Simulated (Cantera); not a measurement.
A closed system holds: 1 mol CuF2, 0.15 mol HF, 65 mol H2.

Cantera equilibrium calculation (NASA polynomials, part measured and part estimated; ideal gas, pure solids and liquids). Candidate condensed phases: Cu, CuF2; 15 gas species. Equilibrium is a limit: real reactors are often held back by kinetics, nucleation or transport.

Q: What condenses at these points (T in K, P in Pa): (1373, 14000); (1973, 14000); (1973, 1900); (1598, 270); (1823, 1900)?

A: 
```tsv
T (K)	P in Pa	condensed phases	Cu condensed (%)
1373	14000	Cu	100.0
1973	14000	gas only	0.0
1973	1900	gas only	0.0
1598	270	Cu	3.7
1823	1900	gas only	0.0
```
